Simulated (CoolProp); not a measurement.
Model: reference Helmholtz-energy equation of state, Lemmon and Jacobsen 2000, in CoolProp.

Problem. For R143a, give the phase and the density (kg/m³), Joule-Thomson coefficient (K/MPa), isothermal compressibility (1/MPa), expansivity (1/kK) at 332.1 K and 3.71 bar.

Solution. 
- 332.1 K and 3.71 bar: gas; density 11.8, Joule-Thomson coefficient 13.4, isothermal compressibility 2.82, expansivity 3.50
